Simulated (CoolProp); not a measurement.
The fluid at 293.15 K and 1.09 MPa (liquid) is heated at constant pressure to 447.6 K. The same conditions are run with several fluids, on thermodynamics alone (safety and materials aside).

Values from CoolProp's reference Helmholtz-energy equation of state of each fluid (octamethyltrisiloxane (MDM): Thol 2017; tetrahydrofuran: Fiedler 2023; isobutene: Lemmon 2005; n-butane: Bücker 2006; propyne: Polt 1992). The equations of Platzer and Polt are older, rougher fits.

Rank octamethyltrisiloxane (MDM), tetrahydrofuran, isobutene, n-butane, propyne by heat (kJ/kg), highest first.

propyne (745), n-butane (667), isobutene (647), tetrahydrofuran (635), octamethyltrisiloxane (MDM) (303)

```
fluid                        final phase  final density (kg/m³)
---------------------------  -----------  ---------------------
octamethyltrisiloxane (MDM)       liquid                    652
tetrahydrofuran                      gas                   24.7
isobutene                            gas                   17.8
n-butane                             gas                   18.6
propyne                              gas                   12.3
```
